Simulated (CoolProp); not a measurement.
Vapour-liquid equilibrium of n-hexane (1) + dimethyl carbonate (2) at 0.476 MPa; x and y are mole fractions of (1).

Computed with CoolProp (multi-fluid Helmholtz-energy mixture model, Thol 2019 and Zhou 2011; pair parameters Bell 2016).

```json
[
 {"x": "0.05", "bubble temperature, mixture model (K)": "414.4", "bubble temperature, Raoult's law (K)": "419.8", "y, mixture model": "0.168", "y, Raoult's law": "0.074"},
 {"x": "0.125", "bubble temperature, mixture model (K)": "(withheld)", "bubble temperature, Raoult's law (K)": "418.1", "y, mixture model": "0.324", "y, Raoult's law": "0.179"},
 {"x": "0.2", "bubble temperature, mixture model (K)": "403.8", "bubble temperature, Raoult's law (K)": "416.5", "y, mixture model": "0.418", "y, Raoult's law": "0.277"},
 {"x": "0.275", "bubble temperature, mixture model (K)": "401.2", "bubble temperature, Raoult's law (K)": "414.9", "y, mixture model": "0.481", "y, Raoult's law": "0.369"},
 {"x": "0.35", "bubble temperature, mixture model (K)": "(withheld)", "bubble temperature, Raoult's law (K)": "413.3", "y, mixture model": "0.528", "y, Raoult's law": "0.455"},
 {"x": "0.425", "bubble temperature, mixture model (K)": "398.3", "bubble temperature, Raoult's law (K)": "411.8", "y, mixture model": "(withheld)", "y, Raoult's law": "0.535"},
 {"x": "0.5", "bubble temperature, mixture model (K)": "397.5", "bubble temperature, Raoult's law (K)": "410.3", "y, mixture model": "(withheld)", "y, Raoult's law": "0.610"},
 {"x": "0.575", "bubble temperature, mixture model (K)": "396.9", "bubble temperature, Raoult's law (K)": "408.8", "y, mixture model": "(withheld)", "y, Raoult's law": "0.680"},
 {"x": "0.65", "bubble temperature, mixture model (K)": "396.6", "bubble temperature, Raoult's law (K)": "407.3", "y, mixture model": "0.673", "y, Raoult's law": "0.746"},
 {"x": "0.725", "bubble temperature, mixture model (K)": "396.5", "bubble temperature, Raoult's law (K)": "405.9", "y, mixture model": "0.715", "y, Raoult's law": "0.807"},
 {"x": "0.8", "bubble temperature, mixture model (K)": "396.8", "bubble temperature, Raoult's law (K)": "404.5", "y, mixture model": "0.768", "y, Raoult's law": "0.864"},
 {"x": "0.875", "bubble temperature, mixture model (K)": "397.7", "bubble temperature, Raoult's law (K)": "403.1", "y, mixture model": "(withheld)", "y, Raoult's law": "0.918"},
 {"x": "0.95", "bubble temperature, mixture model (K)": "399.3", "bubble temperature, Raoult's law (K)": "401.8", "y, mixture model": "0.923", "y, Raoult's law": "0.968"}
]
```

Q: Fill in the missing entries.

A: 
- 0.125, bubble temperature, mixture model (K): 407.9
- 0.35, bubble temperature, mixture model (K): 399.5
- 0.425, y, mixture model: 0.566
- 0.5, y, mixture model: 0.601
- 0.575, y, mixture model: 0.635
- 0.875, y, mixture model: 0.834

The largest gap from Raoult's law is -13.8 K in bubble temperature, at x = 0.35. y crosses x between x = 0.65 and 0.725: the model has an azeotrope there.

The pair parameters rest on a limited set of measurements; away from them the model extrapolates.
